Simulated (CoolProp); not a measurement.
The numbers come from the reference Helmholtz-energy equation of state, Lemmon 2006 in CoolProp. It is a short technical equation, of lower accuracy than the large ones.

Question: Give the vapour pressure (bar), liquid density (kg/m³), vapour density (kg/m³), enthalpy of vaporisation (kJ/kg) of saturated carbonyl sulfide at -31.55, -11.45, 68.85 °C.

Answer: 
```tsv
T (°C)	p (bar)	liquid density (kg/m³)	vapour density (kg/m³)	enthalpy of vaporisation (kJ/kg)
-31.55	2.23	1130	7.01	296
-11.45	4.55	1090	13.7	280
68.85	33.2	836	105	181
```
